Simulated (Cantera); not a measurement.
A Cantera script and what it prints.

```python
import numpy as np
import cantera as ct

gas_names = """
    C CO CO2 C2 C2O C3 C3O2 C4 C5 O O2 O3 Ti TiO TiO2
""".split()
cond_names = """
    C(gr) Ti(a) Ti(b) Ti(L) TiC(s) TiC(L) TiO(a) TiO(b) TiO(L) TiO2(ru) TiO2(L) Ti2O3(a) Ti2O3(b)
    Ti2O3(L) Ti3O5(a) Ti3O5(b) Ti3O5(L) Ti4O7(s) Ti4O7(L)
""".split()


# ... load() reads the species with a 1 bar reference pressure and builds the phases ...
atoms = {
    'TiO2': {'Ti': 1, 'O': 2},
    'C': {'C': 1},
    'CO': {'C': 1, 'O': 1},
}
top_T = {'C(gr)': 4500}  # K; cautious upper limits of use, not melting points


# ... equilibrate(T, P, feed) seeds the gas with the atoms and calls Mixture.equilibrate('TP', solver="vcs", rtol=1e-11, max_steps=5000) ...
results = []
feed = {'TiO2': 1, 'C': 1.3, 'CO': 0.01}  # mol
P = 1333.22  # Pa
for T in [948, 1023, 1098, 1173, 1248, 1323, 1398]:
    mix = equilibrate(T, P, feed)
    results.append((T, P, feed, dict(zip(mix.species_names, mix.species_moles))))
    x = sorted(zip(gas.X, gas.species_names), reverse=True)
    print(f"T = {T:g} K  P = {P:g} Pa  gas = {mix.phase_moles(0):.4g} mol")
    print("   x: " + "  ".join(f"{s} {v:.3e}" for v, s in x if v > 1e-06))
    print("   condensed (mol): " + ("  ".join(f"{mix.phase(i).name} {mix.phase_moles(i):.4g}"
          for i in range(1, mix.n_phases) if mix.phase_moles(i) > 1e-12) or "none"))
```

Output:

```
T = 948 K  P = 1333.22 Pa  gas = 0.009782 mol
   x: CO 9.777e-01  CO2 2.232e-02
   condensed (mol): C(gr) 1.3  TiO2(ru) 1
T = 1023 K  P = 1333.22 Pa  gas = 0.009953 mol
   x: CO 9.953e-01  CO2 4.724e-03
   condensed (mol): C(gr) 1.3  TiO2(ru) 1
T = 1098 K  P = 1333.22 Pa  gas = 0.009988 mol
   x: CO 9.988e-01  CO2 1.214e-03
   condensed (mol): C(gr) 1.3  TiO2(ru) 1
T = 1173 K  P = 1333.22 Pa  gas = 0.2599 mol
   x: CO 9.996e-01  CO2 3.716e-04
   condensed (mol): C(gr) 1.05  Ti4O7(s) 0.25
T = 1248 K  P = 1333.22 Pa  gas = 0.3433 mol
   x: CO 9.999e-01  CO2 1.316e-04
   condensed (mol): C(gr) 0.9667  Ti3O5(b) 0.3333
T = 1323 K  P = 1333.22 Pa  gas = 0.9475 mol
   x: CO 9.999e-01  CO2 5.918e-05
   condensed (mol): TiC(s) 0.3625  Ti3O5(b) 0.2125
T = 1398 K  P = 1333.22 Pa  gas = 0.99 mol
   x: CO 9.999e-01  CO2 5.650e-05
   condensed (mol): TiC(s) 0.32  Ti2O3(b) 0.34
```

Equilibrium computed with Cantera from the NASA thermochemical tables; the gas is ideal and each condensed phase is pure. Mutual solubility and eutectic melting of coexisting phases are not modelled. TiC: taken at fixed stoichiometry. Condensed phases not in the tables: Magnéli phases beyond Ti4O7.
